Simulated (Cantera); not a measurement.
A closed system holds: 1 mol FeS2, 0.46 mol H2, at 2050 K.

Equilibrium computed with Cantera from the NASA thermochemical tables; the gas is ideal and each condensed phase is pure. Candidate condensed phases: Fe, FeS, FeS2, S; 8 gas species. FeS: taken at fixed stoichiometry. Equilibrium is a limit: real reactors are often held back by kinetics, nucleation or transport.

Which condensed phases are stable at each of these points (P (Pa)): 10, 52, 270, 1400, 7200, 37000, 190000, 1000000?


```
P (Pa)   condensed phases  Fe condensed (%)
-------  ----------------  ----------------
10               gas only               0.0
52               gas only               0.0
270                 Fe(l)              53.3
1400               FeS(l)              96.4
7200               FeS(l)              99.7
37000              FeS(l)             100.0
190000             FeS(l)             100.0
1000000            FeS(l)             100.0
```

From 0.0750 Torr to 0.390 Torr nothing is condensed. At 2.03 Torr the condensed part is Fe(l). From 10.5 Torr to 7500 Torr the condensed part is FeS(l).
